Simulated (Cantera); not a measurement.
Input: 1 mol AlCl₃, a varied amount of H₂O, 990 mol N₂, held at 2075 K and 1.33 mbar.

These are equilibrium values from Cantera (NASA tables, ideal gas, pure condensed phases), not measurements of a reactor. Candidate condensed phases: Al, AlCl₃, AlN, Al₂O₃, H₂O, NH₄Cl; 45 gas species. Equilibrium is a limit: real reactors are often held back by kinetics, nucleation or transport.

log p: log10 of the partial pressure in bar; n: condensed amount in mol.

```json
[
 {"n(H₂O) (mol)": "1.2", "log p N₂": "-2.88", "log p H₂O": "-7.63", "log p H₂": "-6.45", "log p H": "-5.80", "log p O₂": "-8.97", "n Al₂O₃(s)": "0.366"},
 {"n(H₂O) (mol)": "2", "log p N₂": "-2.88", "log p H₂O": "-6.63", "log p H₂": "-6.16", "log p H": "-5.65", "log p O₂": "-7.54", "n Al₂O₃(s)": "0.484"},
 {"n(H₂O) (mol)": "3.1", "log p N₂": "-2.88", "log p H₂O": "[?]", "log p H₂": "[?]", "log p H": "[?]", "log p O₂": "[?]", "n Al₂O₃(s)": "0.494"},
 {"n(H₂O) (mol)": "4.9", "log p N₂": "-2.88", "log p H₂O": "-5.68", "log p H₂": "-5.77", "log p H": "-5.46", "log p O₂": "-6.42", "n Al₂O₃(s)": "0.496"},
 {"n(H₂O) (mol)": "7.8", "log p N₂": "-2.88", "log p H₂O": "-5.36", "log p H₂": "-5.59", "log p H": "-5.37", "log p O₂": "-6.14", "n Al₂O₃(s)": "0.497"},
 {"n(H₂O) (mol)": "12", "log p N₂": "-2.88", "log p H₂O": "-5.10", "log p H₂": "-5.44", "log p H": "-5.29", "log p O₂": "-5.92", "n Al₂O₃(s)": "0.497"},
 {"n(H₂O) (mol)": "20", "log p N₂": "-2.89", "log p H₂O": "[?]", "log p H₂": "[?]", "log p H": "[?]", "log p O₂": "[?]", "n Al₂O₃(s)": "0.497"},
 {"n(H₂O) (mol)": "31", "log p N₂": "-2.89", "log p H₂O": "-4.58", "log p H₂": "-5.11", "log p H": "-5.13", "log p O₂": "-5.54", "n Al₂O₃(s)": "0.497"},
 {"n(H₂O) (mol)": "49", "log p N₂": "-2.90", "log p H₂O": "-4.36", "log p H₂": "-4.97", "log p H": "-5.06", "log p O₂": "-5.38", "n Al₂O₃(s)": "0.497"}
]
```

### Question
What belongs in the gaps?

### Answer

- 20, log p H₂O: -4.81
- 20, log p H₂: -5.26
- 20, log p H: -5.20
- 20, log p O₂: -5.71
- 3.1, log p H₂O: -6.07
- 3.1, log p H₂: -5.96
- 3.1, log p H: -5.56
- 3.1, log p O₂: -6.83
